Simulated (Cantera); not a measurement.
An isothermal, constant-pressure homogeneous reactor starts with 93.8 % N2O, 6.19 % H2O, at 1525 K and 0.0263 atm.

Detailed kinetics in Cantera: GRI-Mech 3.0 (53 species, 325 reactions). GRI-Mech 3.0 was tuned for natural gas; its chemistry of N2O as a main component is partial and can be far from experiment. Radical loss at walls, strong at low pressure, is not modelled. The temperature is held fixed by assumption; the heat of reaction is taken as removed at once.

Predict: x(N2O) at 50.0 s; x(H2O) at 50.0 s; x(H) at 50.0 s; x(O) at 50.0 s; x(O2) at 50.0 s.


```
Quantity                                            Value
----------------  ---------------------------------------
x(N2O) at 50.0 s  3.57e-6 (gas-phase equilibrium 1.37e-8)
x(H2O) at 50.0 s    0.0421 (gas-phase equilibrium 0.0421)
x(H) at 50.0 s    1.71e-7 (gas-phase equilibrium 1.60e-7)
x(O) at 50.0 s    1.78e-5 (gas-phase equilibrium 1.97e-5)
x(O2) at 50.0 s       0.256 (gas-phase equilibrium 0.318)
```
